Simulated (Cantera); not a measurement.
Charge: 1 mol Si₃N₄, 30 mol HCl, a varied amount of H₂, equilibrated at 925 K and 133 Pa.

Cantera equilibrium calculation (NASA polynomials, part measured and part estimated; ideal gas, pure solids and liquids). Candidate condensed phases: NH₄Cl, Si, Si₃N₄; 28 gas species. Equilibrium is a limit: real reactors are often held back by kinetics, nucleation or transport.

Problem. What share of the Si ends up in condensed phases as a function of n(H₂) (mol), at 3.8, 6.5, 9.3, 12, 15, 17, 20?

Solution. 
```
n(H₂) (mol)  Si condensed (%)        as
-----------  ----------------  --------
3.8                       0.0         -
6.5                       0.0         -
9.3                       0.0         -
12                        1.8  Si₃N₄(s)
15                        8.6  Si₃N₄(s)
17                       12.7  Si₃N₄(s)
20                       18.3  Si₃N₄(s)
```
